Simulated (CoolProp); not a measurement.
A simple Rankine cycle with n-hexane: condensing at 305.15 K, boiler at 1.99 MPa, turbine inlet 519.3 K, turbine efficiency 0.6, pump efficiency 0.7, no recuperator. Each further row changes one setting.

Model: reference Helmholtz-energy equation of state, Thol 2019, in CoolProp.

| case | thermal efficiency (%) | net work (kJ/kg) | heat in (kJ/kg) | turbine exit temperature (K) | volume ratio over the turbine |
|---|---|---|---|---|---|
| as stated | 13.4 | 104 | 777 | 457.3 | 86.1 |
| turbine inlet 539.3 K | 13.2 | 111 | 836 | 479.1 | 82.4 |
| condensing temperature 297.15 K | 14.2 | 113 | 795 | 453.7 | 120 |
| boiler pressure 1.39 MPa | 12.6 | 100 | 795 | 466.5 | 55.0 |
| turbine efficiency 0.5 | 11.1 | 86.3 | 777 | 464.9 | 87.6 |
